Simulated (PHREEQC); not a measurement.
PHREEQC input (ion-association model, wateq4f.dat):

```
SOLUTION_MASTER_SPECIES
  Tma  Tma+  0  Tma  74.145  # tetramethylammonium, taken as a free cation
  Amm  AmmH+  0  AmmH  17.031  # ammonia with no redox link, constants of NH4+
SOLUTION_SPECIES
  Tma+ = Tma+
    -log_k 0
    -gamma 4.0 0
  AmmH+ = AmmH+
    -log_k 0
  AmmH+ = Amm + H+
    -log_k -9.252
    -delta_h 12.48 kcal
    -analytic 0.6322 -0.001225 -2835.76
    -gamma 2.5 0.0
  AmmH+ + SO4-2 = AmmHSO4-
    -log_k 1.11
    -gamma 5.0 0.0
PHASES
  Amm(g)
    Amm = Amm
    -log_k 1.770
    -delta_h -8.170 kcal
EXCHANGE_SPECIES
  AmmH+ + X- = AmmHX
    -log_k 0.6
SOLUTION 1
  temp 25
  units mol/kgw
  pH 7 charge
  F 0.26
  Amm 0.097
  Si 0.033
  S(6) 0.0011
SOLUTION 2
  temp 25
  units mol/kgw
  pH 7 charge
  F 0.0761
  Tma 0.072
END
SELECTED_OUTPUT 1
  -reset false
  -pH true
  -pe true
  -ionic_strength true
  -water true
  -totals Amm F S Si Tma S(-2) S(6)
  -molalities H+ F- SO4-2 H4SiO4 H3SiO4- H2SiO4-2 HSO4- H2S HS- S-2
    O2 OH- SiF6-2 HF HF2- H2F2 AmmH+ Amm AmmHSO4- Tma+
  -equilibrium_phases SiO2(a)
PRINT
  -reset false
MIX 1
  1 1
  2 0
EQUILIBRIUM_PHASES 1
  SiO2(a) 0 0
  O2(g) -0.68 10
END
# ... the last block is repeated for the other 20 points of share of solution B
```

Selected output (columns that matter, 19 of 21 rows; share of solution B added in front):

```
share of solution B	pH	mu	Amm	F	S	Si	Tma	m_H+	m_F-	m_SO4-2	m_OH-	m_SiF6-2	m_HF	m_AmmHSO4-
0	3.0551	0.13152	0.097	0.26	0.0011	0.033	0	0.0010819	0.027145	0.00075252	1.53e-11	0.033	0.025759	0.00031859
0.05	3.1058	0.12849	0.09215	0.2508	0.001045	0.03135	0.0036	0.00096156	0.02911	0.00072584	1.7153e-11	0.03135	0.024658	0.00029422
0.1	3.156	0.12548	0.0873	0.24161	0.00099	0.0297	0.0072	0.00085558	0.031105	0.00069823	1.9207e-11	0.0297	0.023546	0.00027026
0.15	3.2059	0.12248	0.08245	0.23242	0.000935	0.02805	0.0108	0.00076174	0.033128	0.0006697	2.1494e-11	0.02805	0.022426	0.0002468
0.2	3.2558	0.1195	0.0776	0.22322	0.00088	0.0264	0.0144	0.00067826	0.035179	0.00064023	2.4049e-11	0.0264	0.0213	0.0002239
0.3	3.3563	0.11353	0.0679	0.20483	0.00077	0.0231	0.0216	0.00053676	0.039358	0.00057844	3.0154e-11	0.0231	0.019033	0.00018004
0.35	3.4074	0.11056	0.06305	0.19563	0.000715	0.02145	0.0252	0.00047653	0.041484	0.00054605	3.3829e-11	0.02145	0.017895	0.00015922
0.4	3.4595	0.10759	0.0582	0.18644	0.00066	0.0198	0.0288	0.00042214	0.043635	0.00051262	3.8032e-11	0.0198	0.016755	0.00013922
0.45	3.5128	0.10463	0.05335	0.17724	0.000605	0.01815	0.0324	0.00037288	0.045808	0.0004781	4.2877e-11	0.01815	0.015613	0.00012012
0.5	3.5676	0.10167	0.0485	0.16805	0.00055	0.0165	0.036	0.00032814	0.048005	0.00044242	4.8515e-11	0.0165	0.014471	0.00010201
0.55	3.6246	0.098708	0.04365	0.15886	0.000495	0.01485	0.0396	0.00028742	0.050224	0.00040552	5.5147e-11	0.01485	0.013328	8.4973e-05
0.6	3.684	0.095748	0.0388	0.14966	0.00044	0.0132	0.0432	0.00025027	0.052466	0.00036731	6.3049e-11	0.0132	0.012187	6.91e-05
0.65	3.7467	0.092789	0.03395	0.14047	0.000385	0.01155	0.0468	0.00021631	0.054729	0.00032771	7.2611e-11	0.01155	0.011046	5.4498e-05
0.7	3.8133	0.08983	0.0291	0.13127	0.00033	0.0099	0.0504	0.00018522	0.057015	0.00028661	8.4398e-11	0.0099	0.0099077	4.1285e-05
0.8	3.9638	0.08391	0.0194	0.11288	0.00022	0.0066	0.0576	0.00013055	0.06165	0.00019937	1.1857e-10	0.0066	0.0076369	1.9571e-05
0.85	4.0515	0.080948	0.01455	0.10369	0.000165	0.00495	0.0612	0.0001065	0.064	0.00015294	1.4459e-10	0.00495	0.0065056	1.139e-05
0.9	4.1518	0.077983	0.0097	0.09449	0.00011	0.0033	0.0648	8.4378e-05	0.06637	0.00010439	1.8153e-10	0.0033	0.0053776	5.245e-06
0.95	4.2709	0.075016	0.00485	0.085295	5.5e-05	0.00165	0.0684	6.4015e-05	0.068762	5.3496e-05	2.3796e-10	0.00165	0.0042532	1.3605e-06
1	4.4206	0.072045	0	0.0761	0	0	0.072	4.5263e-05	0.071175	0	3.3464e-10	0	0.0031328	0
```

(CH3)4N+ isn't in the database: it is added as a free cation with an ion size of 4 Å. SiF6-2 is the database's only silicon fluoride.
